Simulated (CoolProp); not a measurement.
A closed Brayton cycle with carbon dioxide: compressor inlet 328.15 K and 8.4 MPa, high pressure 20.6 MPa, turbine inlet 835 K, compressor efficiency 0.8, turbine efficiency 0.9, recuperator effectiveness 0.8 (on enthalpy, no pinch check). Each further row changes one setting.

Computed with CoolProp (reference Helmholtz-energy equation of state, Span 1996).

| case | thermal efficiency (%) | net work (kJ/kg) | compressor to turbine work | compressor exit (K) | turbine exit (K) |
|---|---|---|---|---|---|
| as stated | 26.9 | 70.6 | 0.41 | 405.9 | 726.7 |
| turbine inlet 785 K | ? | 62.5 | 0.44 | 405.9 | 680.7 |
| compressor inlet 338.15 K | ? | ? | ? | 421.3 | 726.7 |
| high pressure 17.5 MPa | 24.9 | ? | 0.39 | 391.3 | 745.9 |
| recuperator effectiveness 0.5 | ? | 70.6 | 0.41 | 405.9 | 726.7 |

What belongs in the gaps?


- turbine inlet 785 K, thermal efficiency (%): 25.6
- compressor inlet 338.15 K, thermal efficiency (%): 25.8
- compressor inlet 338.15 K, net work (kJ/kg): 64.7
- compressor inlet 338.15 K, compressor to turbine work: 0.46
- high pressure 17.5 MPa, net work (kJ/kg): 60.4
- recuperator effectiveness 0.5, thermal efficiency (%): 18.9
